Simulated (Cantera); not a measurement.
A closed system holds: 1 mol C₂H₅OH, 1.1 mol CO₂, equilibrated at 2925 K and 0.0140 bar.

These are equilibrium values from Cantera (NASA tables, ideal gas, pure condensed phases), not measurements of a reactor. Candidate condensed phases: C, C₆H₆, C₇H₈, C₈H₁₈, H₂O; 110 gas species. Rates play no part.

Base state: H 0.428, CO 0.395, H₂ 0.165, O 0.00481, H₂O 0.00368, OH 0.00299, CO₂ 0.00122, O₂ 4.28e-5 (mole fractions); condensed: gas only.

### Question
What changes in the equilibrium state with this change: CO₂ from 1.1 to 0.037 mol?

### Answer
| species | before | after |
|---|---|---|
| H | 0.428 | 0.529 |
| H₂ | 0.165 | 0.252 |
| CO | 0.395 | 0.190 |
| C₂H₂ (acetylene) | <1e-9 | 0.0125 |
| C₃ | <1e-9 | 0.00981 |
| C₂H | <1e-9 | 0.00405 |
| CO₂ | 0.00122 | <1e-9 |
| C₂ | <1e-9 | 0.000982 |
| O | 0.00481 | 5.72e-9 |
| C(graphite), mol | 0 | 0.577 |
